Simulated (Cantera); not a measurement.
Mixture: H2 : O2 : N2 : H2O = 1 : 0.5 : 1.88 : 0.14 (molar parts), at 37.0 bar, adiabatic and at constant volume. Ignition delay is the time to a rise of 400 K.

Detailed kinetics in Cantera: the H2/O2 subset of GRI-Mech 3.0, which has no nitrogen chemistry. The hydrogen kinetics of GRI-Mech 3.0 are dated; newer H2 mechanisms differ, most at raised pressure. The pressure lies above the range GRI-Mech 3.0 was tuned for (to about 10 atm). Below about 950 K walls govern HO2 and H2O2 in real vessels.

```csv
quantity,before,after
delay at 900 K,45.5 ms,60.9 ms
delay at 975 K,7.11 ms,9.48 ms
delay at 1050 K,1.48 ms,1.97 ms
delay at 1125 K,0.382 ms,0.505 ms
delay at 1200 K,0.115 ms,0.150 ms
delay at 1275 K,37.8 µs,49.4 µs
delay at 1350 K,13.1 µs,17.0 µs
apparent activation energy between 1200 and 1350 K,190 kJ/mol,200 kJ/mol
```

Question: Which change was made?
(A) H2 1 to 0.59 parts
(B) constant pressure in place of constant volume
(C) pressure from 37.0 bar to 1.10 bar
(D) O2 0.5 to 0.15 parts

Answer: A, H2 1 to 0.59 parts
